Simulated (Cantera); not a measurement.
**Equilibrium for calcination and drying: MgCO3 + C + H2O**

Feed: 1 mol MgCO3, 0.017 mol C, 7.5 mol H2O, equilibrated at 1.00 Torr.

These are equilibrium values from Cantera (NASA tables, ideal gas, pure condensed phases), not measurements of a reactor. Candidate condensed phases: C, C6H6, C7H8, C8H18, H2O, Mg, MgCO3, MgO, Mg(OH)2; 116 gas species. The numbers say what is thermodynamically allowed, not how fast it happens.

From 750 °C to 1950 °C the condensed part is MgO(s).

| T (°C) | x H2O | x CO2 | x H2 | x O2 | x OH | x H | x CO | x Mg | x O | n MgO(s) |
|---|---|---|---|---|---|---|---|---|---|---|
| 750 | 0.877 | 0.119 | 0.00362 | 1.29e-12 | 4.35e-9 | 6.82e-9 | 0.000376 | <1e-12 | <1e-12 | 1.00 |
| 900 | 0.877 | 0.119 | 0.00341 | 2.55e-9 | 3.35e-7 | 1.88e-7 | 0.000587 | <1e-12 | 1.93e-11 | 1.00 |
| 1050 | 0.877 | 0.119 | 0.00320 | 9.50e-7 | 9.75e-6 | 2.46e-6 | 0.000802 | 1.50e-11 | 7.10e-9 | 1.00 |
| 1200 | 0.877 | 0.118 | 0.00318 | 9.76e-5 | 0.000140 | 1.96e-5 | 0.00106 | 1.34e-9 | 7.55e-7 | 1.000 |
| 1350 | 0.873 | 0.117 | 0.00529 | 0.00154 | 0.000952 | 0.000138 | 0.00220 | 8.59e-8 | 2.04e-5 | 1.000 |
| 1500 | 0.858 | 0.112 | 0.0123 | 0.00635 | 0.00374 | 0.000864 | 0.00598 | 4.14e-6 | 0.000205 | 1.000 |
| 1650 | 0.823 | 0.102 | 0.0274 | 0.0168 | 0.0110 | 0.00427 | 0.0146 | 0.000121 | 0.00128 | 0.999 |
| 1800 | 0.748 | 0.0828 | 0.0537 | 0.0351 | 0.0264 | 0.0167 | 0.0288 | 0.00224 | 0.00590 | 0.977 |
| 1950 | 0.597 | 0.0566 | 0.0843 | 0.0650 | 0.0521 | 0.0509 | 0.0428 | 0.0280 | 0.0218 | 0.694 |
x: gas mole fraction; n: condensed amount in mol.
